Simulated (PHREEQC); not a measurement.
0.5 mol of Atacamite (Cu2(OH)3Cl) is brought to equilibrium with 1 kg of water holding 0.029 mol/kgw HCl, with rising amounts of KF, at 20 °C. Oxygen is held at 0.21 atm. No CO2 enters from the air. Only these solids could form: Atacamite, Cu(OH)2, CuF2:2H2O.

Model: ion-association model, wateq4f.dat, run in PHREEQC.

Task: Predict pH at KF added (mol) = 0.0417, 0.0833, 0.167, 0.5.

Result: 
| KF added (mol) | pH |
|---|---|
| 0.0417 | 4.52 |
| 0.0833 | 4.61 |
| 0.167 | 4.76 |
| 0.5 | 5.36 |
